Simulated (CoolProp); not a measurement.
Vapour-liquid equilibrium of R125 (1) + R236EA (2) at 6.85 °C; x and y are mole fractions of (1).

Model: multi-fluid Helmholtz-energy mixture model, Lemmon 2005 and Rui 2013; pair parameters Bell 2016, in CoolProp.

Q: Give the bubble pressure and the first vapour's composition at x = 0.05, 0.15, 0.25. Is there an azeotrope?

A: x = 0.05: 1.402 bar, y = 0.282; x = 0.15: 2.110 bar, y = 0.559; x = 0.25: 2.808 bar, y = 0.697. No azeotrope shows between x = 0.05 and 0.95.

The pair parameters rest on a limited set of measurements; away from them the model extrapolates.
